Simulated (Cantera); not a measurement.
Cantera run, input and output.

```python
import numpy as np
import cantera as ct

gas = ct.Solution("gri30.yaml")
gas.TPX = 1873, 101325, {'CH4': 8.4, 'H2O': 0.44}
reactor = ct.IdealGasConstPressureReactor(gas, energy="off", clone=False)
net = ct.ReactorNet([reactor])
net.rtol, net.atol = 1e-08, 1e-18
show = ['CH4', 'H2O', 'CO2', 'C2H4', 'OH']
times = np.geomspace(0.0006, 100, 13)

steps = ct.SolutionArray(gas, extra=["t"])
rows = []
print(f"{'t/s':>10s}{'T/K':>9s}{'P/Pa':>11s}" + "".join(f"{s:>11s}" for s in show))
for t in times:
    while net.time < t:
        t_next = net.step()
        steps.append(gas.state, t=t_next)
    rows.append([np.interp(t, steps.t, y) for y in (steps.T, steps.P, *steps(*show).X.T)])
    print(f"{t:10.3e}{rows[-1][0]:9.1f}{rows[-1][1]:11.4g}" + "".join(f"{x:11.3e}" for x in rows[-1][2:]))
rate = np.gradient(steps.T, steps.t)
print("integrator steps:", len(steps.t))
if steps.T.max() > steps.T[0] + 200:
    print(f"time of steepest temperature rise: {steps.t[rate.argmax()]:.4e} s")
gas.TPX = 1873, 101325, {'CH4': 8.4, 'H2O': 0.44}
gas.equilibrate("TP")
print(f"equilibrium (TP): T = {gas.T:.1f} K  " + "  ".join(f"{s} {gas[s].X[0]:.3e}" for s in show))
```

Result:

```
       t/s      T/K       P/Pa        CH4        H2O        CO2       C2H4         OH
 6.000e-04   1873.0  1.013e+05  3.278e-01  3.398e-02  5.217e-07  1.373e-02  1.751e-06
 1.634e-03   1873.0  1.013e+05  1.682e-01  2.908e-02  2.772e-06  4.626e-03  1.537e-06
 4.451e-03   1873.0  1.013e+05  7.385e-02  2.521e-02  1.207e-05  2.719e-03  1.396e-06
 1.212e-02   1873.0  1.013e+05  3.067e-02  2.064e-02  3.428e-05  2.454e-03  1.187e-06
 3.302e-02   1873.0  1.013e+05  1.608e-02  1.323e-02  5.394e-05  2.420e-03  7.712e-07
 8.993e-02   1873.0  1.013e+05  1.201e-02  4.284e-03  3.034e-05  2.383e-03  2.482e-07
 2.449e-01   1873.0  1.013e+05  1.050e-02  2.246e-04  1.893e-06  2.366e-03  1.296e-08
 6.672e-01   1873.0  1.013e+05  1.040e-02  1.996e-07  1.671e-09  2.365e-03  1.157e-11
 1.817e+00   1873.0  1.013e+05  1.040e-02  1.216e-07  1.008e-09  2.365e-03  7.074e-12
 4.949e+00   1873.0  1.013e+05  1.040e-02  1.216e-07  1.008e-09  2.365e-03  7.074e-12
 1.348e+01   1873.0  1.013e+05  1.040e-02  1.216e-07  1.008e-09  2.365e-03  7.074e-12
 3.672e+01   1873.0  1.013e+05  1.040e-02  1.216e-07  1.008e-09  2.365e-03  7.074e-12
 1.000e+02   1873.0  1.013e+05  1.040e-02  1.216e-07  1.008e-09  2.365e-03  7.074e-12
integrator steps: 1773
equilibrium (TP): T = 1873.0 K  CH4 1.040e-02  H2O 1.220e-07  CO2 1.011e-09  C2H4 2.365e-03  OH 7.096e-12
```

Cantera simulation using GRI-Mech 3.0 (53 species, 325 reactions); the numbers are that mechanism's predictions, not measurements. GRI-Mech 3.0 stops at C3 and has no aromatics, soot or wall deposition, so with more carbon than oxygen in the feed, carbon stays in small species such as C2H2 where larger ones or solid carbon would form.
